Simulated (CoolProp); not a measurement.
A closed Brayton cycle with nitrogen: compressor inlet 319.15 K and 3.8 MPa, high pressure 8.74 MPa, turbine inlet 740 K, compressor efficiency 0.89, turbine efficiency 0.93, recuperator effectiveness 0.9 (on enthalpy, no pinch check). Each further row changes one setting.

Model: reference Helmholtz-energy equation of state, Span 2000, in CoolProp.

| case | thermal efficiency (%) | net work (kJ/kg) | compressor to turbine work | compressor exit (K) | turbine exit (K) |
|---|---|---|---|---|---|
| as stated | 30.3 | 54.3 | 0.65 | 416.7 | 599.9 |
| turbine inlet 690 K | [?] | 43.6 | [?] | 416.7 | 558.1 |
| compressor inlet 329.15 K | 28.7 | 50.9 | 0.67 | 429.6 | 599.9 |
| high pressure 7.43 MPa | 31.0 | [?] | [?] | 395.8 | 625.1 |
| recuperator effectiveness 0.5 | 21.0 | 54.3 | 0.65 | 416.7 | 599.9 |

**Question.** What belongs in the gaps?

**Answer.** 
- turbine inlet 690 K, thermal efficiency (%): 26.6
- turbine inlet 690 K, compressor to turbine work: 0.70
- high pressure 7.43 MPa, net work (kJ/kg): 48.4
- high pressure 7.43 MPa, compressor to turbine work: 0.62
